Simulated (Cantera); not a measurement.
Standard-state values (1 bar) from the NASA 1993 polynomials, evaluated with Cantera. Values are per mole of reaction as written; species without (g) are pure solids or liquids, kept so even where they would boil at 1 bar.

Na₂CO₃ = 2 Na(g) + CO₂(g) + O(g), with ΔH° = 1201.0 kJ and ΔS° = 543.4 J/K at 300 K.

How far is the shortcut ΔG° ≈ ΔH°(300 K) − T·ΔS°(300 K) from the full temperature-dependent value at 1075, 1275, 1475, 1675, 1875, 2075, 2275, 2475 K?


```tsv
T (K)	shortcut (kJ)	full (kJ)	difference (kJ)	difference in log10 K	condensed phases
1075	616.9	636.6	-19.7	0.96	Na₂CO₃(s)
1275	508.2	543.4	-35.2	1.44	Na₂CO₃(l)
1475	399.5	453.8	-54.3	1.92	Na₂CO₃(l)
1675	290.8	366.0	-75.2	2.34	Na₂CO₃(l)
1875	182.1	279.8	-97.7	2.72	Na₂CO₃(l)
2075	73.4	195.1	-121.7	3.06	Na₂CO₃(l)
2275	-35.3	111.7	-147.0	3.37	Na₂CO₃(l)
2475	-143.9	29.4	-173.4	3.66	Na₂CO₃(l)
```
The shortcut ignores heat capacities and the phase changes listed.
